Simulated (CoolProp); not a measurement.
c-C4F8 (RC318) along the isobar 0.735 MPa: Z from the reference equation and from simpler models built on Tc = 115.2 °C, pc = 2.778 MPa, ω = 0.355; each cubic takes its own stable root.

The numbers come from the reference Helmholtz-energy equation of state, Platzer 1990 in CoolProp. This equation is an older, rougher fit.

| T (°C) | phase | reference |
|---|---|---|
| 89.85 | gas | 0.8775 |
| 99.45 | gas | 0.8896 |
| 108.95 | gas | 0.9001 |
| 118.55 | gas | 0.9093 |
| 128.15 | gas | 0.9174 |
| 137.65 | gas | 0.9246 |
| 147.25 | gas | 0.9310 |
| 156.85 | gas | 0.9368 |
| 166.35 | gas | 0.9420 |
| 175.95 | gas | 0.9467 |
| 185.55 | gas | 0.9510 |
| 195.05 | gas | 0.9548 |
| 204.65 | gas | 0.9584 |

Task: How far does each simpler model (van der Waals, Redlich-Kwong, Soave-Redlich-Kwong) lie from the reference over these 13 states: mean and median of the absolute difference, and the worst?

Result: 
- van der Waals: mean 0.8 %, median 0.6 %, worst +2.4 % at 89.85 °C and 0.735 MPa
- Redlich-Kwong: mean 0.5 %, median 0.6 %, worst -0.8 % at 204.65 °C and 0.735 MPa
- Soave-Redlich-Kwong: mean 0.1 %, median 0.1 %, worst -0.3 % at 99.45 °C and 0.735 MPa
